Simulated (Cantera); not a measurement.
Charge: 1 mol SiF₄, 0.48 mol N₂O, 4.9 mol H₂, equilibrated at 1975 K and 1.00 bar.

These are equilibrium values from Cantera (NASA tables, ideal gas, pure condensed phases), not measurements of a reactor. Candidate condensed phases: H₂O, Si, SiO₂, Si₂N₂O, Si₃N₄; 58 gas species. The tables' values for SiF₃, SiF₂ are old estimates; treat these amounts as uncertain. The tables hold silica as quartz up to 1696 K and as liquid above; real silica turns to tridymite and cristobalite and melts near 1996 K. Kinetics and transport are ignored.

Base state: H₂ 0.641, HF 0.161, SiF₄ 0.0931, N₂ 0.0715, SiF₃ 0.0178, H₂O 0.00675, SiO 0.00460, SiHF₃ 0.00240 (mole fractions); condensed: SiO₂(condensed).

Task: What changes in the equilibrium state with this change: SiF₄ replaced by SiH₂Cl₂?

Result: 
```json
[
 {"species": "H₂", "before": "0.641", "after": "0.701"},
 {"species": "HCl", "before": "0", "after": "0.181"},
 {"species": "SiCl₂", "before": "0", "after": "0.0398"},
 {"species": "HF", "before": "0.161", "after": "0"},
 {"species": "SiF₄", "before": "0.0931", "after": "0"},
 {"species": "SiF₃", "before": "0.0178", "after": "0"},
 {"species": "SiO", "before": "0.00460", "after": "0.0370"},
 {"species": "N₂", "before": "0.0715", "after": "0.0371"},
 {"species": "SiHF₃", "before": "0.00240", "after": "0"},
 {"species": "SiCl₃", "before": "0", "after": "0.00216"},
 {"species": "SiO₂(condensed), mol", "before": "0.202", "after": "0"},
 {"species": "Si₂N₂O(s), mol", "before": "0", "after": "0.204"}
]
```
The tables' values for SiCl₃, SiCl are old estimates; treat these amounts as uncertain. Gases not in the tables: Si₂H₆ and higher silanes. Further candidate phases: NH₄Cl.
